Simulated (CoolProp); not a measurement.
Vapour-liquid equilibrium of R125 (1) + R245fa (2) at 15.9 kPa; x and y are mole fractions of (1).

Computed with CoolProp (multi-fluid Helmholtz-energy mixture model, Lemmon 2005 and Akasaka 2015; pair parameters Bell 2016).

Give the bubble temperature and the first vapour's composition at x = 0.35, 0.425, 0.725. Is there an azeotrope?

x = 0.35: -65.4 °C, y = 0.964; x = 0.425: -68.1 °C, y = 0.975; x = 0.725: -75.2 °C, y = 0.993. No azeotrope shows between x = 0.05 and 0.95.

Pair parameters are fitted to limited data, so mixtures are less certain than the pure fluids.
